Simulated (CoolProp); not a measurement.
A simple Rankine cycle with R365MFC: condensing at 291.15 K, boiler at 0.629 MPa, turbine inlet 416 K, turbine efficiency 0.75, pump efficiency 0.8, no recuperator. Each further row changes one setting.

The numbers come from the reference Helmholtz-energy equation of state, Lemmon 2016 in CoolProp.

| case | thermal efficiency (%) | net work (kJ/kg) | heat in (kJ/kg) | turbine exit temperature (K) | volume ratio over the turbine |
|---|---|---|---|---|---|
| as stated | 12.7 | 41.5 | 326 | 372.9 | 14.7 |
| turbine inlet 436 K | 12.5 | 44.0 | [?] | 393.0 | 14.5 |
| condensing temperature 283.15 K | 13.9 | 46.8 | 337 | [?] | 20.8 |
| boiler pressure 0.44 MPa | 11.2 | 37.0 | 329 | 379.5 | 10.1 |
| turbine efficiency 0.65 | 11.0 | 35.9 | 326 | [?] | [?] |

**Question.** Complete the blanks.

**Answer.** 
- turbine inlet 436 K, heat in (kJ/kg): 352
- condensing temperature 283.15 K, turbine exit temperature (K): 368.0
- turbine efficiency 0.65, turbine exit temperature (K): 377.9
- turbine efficiency 0.65, volume ratio over the turbine: 14.9
